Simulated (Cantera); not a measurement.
Charge: 1 mol SiHCl3, 0.17 mol NH3, 2.1 mol H2, held at 7.50 Torr.

Equilibrium computed with Cantera from the NASA thermochemical tables; the gas is ideal and each condensed phase is pure. Candidate condensed phases: NH4Cl, Si, Si3N4; 28 gas species. Mutual solubility and eutectic melting of coexisting phases are not modelled. The numbers say what is thermodynamically allowed, not how fast it happens.

Q: What share of the Si ends up in condensed phases as a function of T (K), at 700, 750, 800, 850, 900, 950, 1000, 1050, 1100?

A: 
```csv
T (K),Si condensed (%),as
700,22.4,Si(s) + Si3N4(s)
750,22.6,Si(s) + Si3N4(s)
800,22.8,Si(s) + Si3N4(s)
850,23.2,Si(s) + Si3N4(s)
900,23.7,Si(s) + Si3N4(s)
950,24.4,Si(s) + Si3N4(s)
1000,25.2,Si(s) + Si3N4(s)
1050,25.8,Si(s) + Si3N4(s)
1100,25.8,Si(s) + Si3N4(s)
```
